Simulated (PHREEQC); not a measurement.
A solution holds 0.0012 mol/kgw Na2SeO4 and 0.25 mol/kgw NaCl, at 50 °C. Closed to the air; pH follows from the charge balance.

Equilibrium calculation in PHREEQC: ion-association model, wateq4f.dat.

Problem. The ionic strength comes out as 0.254 mol/kgw. What activity coefficients do SeO4-2, Na+, Cl- get?

Solution. SeO4-2 0.28, Na+ 0.72, Cl- 0.68.

No solid was allowed to form. Complexes and solids missing from the database can't appear. Away from 25 °C the constants follow the database's enthalpies or fits; those with neither stay at their 25 °C values.
